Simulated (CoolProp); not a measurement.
A simple Rankine cycle with hexamethyldisiloxane (MM): condensing at 309.15 K, boiler at 0.186 MPa, turbine inlet 401.1 K, turbine efficiency 0.85, pump efficiency 0.7, no recuperator. Each further row changes one setting.

The numbers come from the reference Helmholtz-energy equation of state, Thol 2016 in CoolProp.

| case | thermal efficiency (%) | net work (kJ/kg) | heat in (kJ/kg) | turbine exit temperature (K) | volume ratio over the turbine |
|---|---|---|---|---|---|
| as stated | 12.9 | 47.5 | 368 | 369.5 | 19.8 |
| turbine inlet 421.1 K | 12.4 | 50.3 | 405 | 389.5 | 19.5 |
| condensing temperature 301.15 K | 14.0 | 53.6 | 383 | 365.9 | 28.7 |
| boiler pressure 0.13 MPa | 11.5 | 42.5 | 370 | 373.9 | 13.5 |
| turbine efficiency 0.75 | 11.4 | 41.9 | 368 | 372.9 | 19.9 |
